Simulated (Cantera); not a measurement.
## Equilibrium for carbothermic reduction: TiO₂ + C + H₂

Charge: 1 mol TiO₂, a varied amount of C, 0.92 mol H₂, held at 1848.15 K and 0.210 bar.

Method: chemical equilibrium by Gibbs-energy minimisation in Cantera with the NASA 1993 tables (ideal gas, pure condensed phases). Candidate condensed phases: C, C₆H₆, C₇H₈, C₈H₁₈, H₂O, Ti, TiC, TiO, TiO₂, Ti₂O₃, Ti₃O₅, Ti₄O₇; 113 gas species. Mutual solubility and eutectic melting of coexisting phases are not modelled. TiC: taken at fixed stoichiometry. The numbers say what is thermodynamically allowed, not how fast it happens.

From 0.96 mol C to 2.4 mol C the condensed part is TiC(s) + Ti₂O₃(s). At 3 mol C the condensed part is TiC(s). From 3.8 mol C to 4.8 mol C the condensed part is C(graphite) + TiC(s).

```tsv
n(C) (mol)	x CO	x H₂	x H	x H₂O	x C₂H₂ (acetylene)	x CO₂	n TiC(s)	n Ti₂O₃(s)	n C(graphite)
0.96	0.457	0.542	0.000853	0.000214	4.20e-7	4.51e-5	0.184	0.408	0
1.2	0.500	0.499	0.000818	0.000205	4.31e-7	5.11e-5	0.280	0.360	0
1.5	0.544	0.455	0.000781	0.000193	4.35e-7	5.76e-5	0.400	0.300	0
1.9	0.593	0.406	0.000738	0.000178	4.30e-7	6.49e-5	0.560	0.220	0
2.4	0.640	0.359	0.000694	0.000162	4.17e-7	7.23e-5	0.760	0.120	0
3	0.685	0.315	0.000650	2.37e-5	1.52e-5	1.28e-5	1.00	0	0
3.8	0.685	0.315	0.000650	1.02e-5	8.11e-5	5.55e-6	1.00	0	0.800
4.8	0.685	0.315	0.000650	1.02e-5	8.11e-5	5.55e-6	1.00	0	1.80
```
x: gas mole fraction; n: condensed amount in mol.
